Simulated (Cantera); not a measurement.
Feed: 1 mol SiH2Cl2, 3.3 mol O3, 1 mol N2, held at 1302 °C.

Method: chemical equilibrium by Gibbs-energy minimisation in Cantera with the NASA 1993 tables (ideal gas, pure condensed phases). Candidate condensed phases: H2O, NH4Cl, Si, SiO2, Si2N2O, Si3N4; 47 gas species. The tables hold silica as quartz up to 1696 K and as liquid above; real silica turns to tridymite and cristobalite and melts near 1996 K. Kinetics and transport are ignored.

At 24000 Pa, list the 5 most abundant gas species with their mole fractions, and the condensed phases.

O2 0.554, HCl 0.230, N2 0.144, H2O 0.0290, Cl 0.0248. Condensed: SiO2(β-quartz).
